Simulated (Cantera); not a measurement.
A closed system holds: 1 mol NH3, 0.0086 mol SO2, 0.86 mol O2, equilibrated at 9.30 bar.

Cantera equilibrium calculation (NASA polynomials, part measured and part estimated; ideal gas, pure solids and liquids). Candidate condensed phases: H2O, H2SO4, S; 35 gas species. Equilibrium is a limit: real reactors are often held back by kinetics, nucleation or transport. All values below are at 1550 °C.

Base state: H2O 0.707, N2 0.235, O2 0.0511, SO2 0.00403, NO 0.00121, OH 0.000846, H2 6.83e-5, SO3 2.70e-5 (mole fractions); condensed: gas only.

Question: What changes in the equilibrium state with this change: pressure from 9.30 bar to 1.00 bar?

Answer: 
```
species    before     after
-------  --------  --------
H2O         0.707     0.707
N2          0.235     0.235
O2         0.0511    0.0510
OH       0.000846   0.00148
H2        6.83e-5  0.000208
O         1.12e-5   3.41e-5
SO3       2.70e-5   8.88e-6
SO2       0.00403   0.00405
NO        0.00121   0.00121
```

Question: What changes in the equilibrium state with this change: pressure from 9.30 bar to 0.270 bar?

Answer: 
```
species    before     after
-------  --------  --------
H2O         0.707     0.706
N2          0.235     0.235
O2         0.0511    0.0509
OH       0.000846   0.00205
H2        6.83e-5  0.000401
H         1.17e-6   1.67e-5
O         1.12e-5   6.55e-5
SO3       2.70e-5   4.61e-6
```
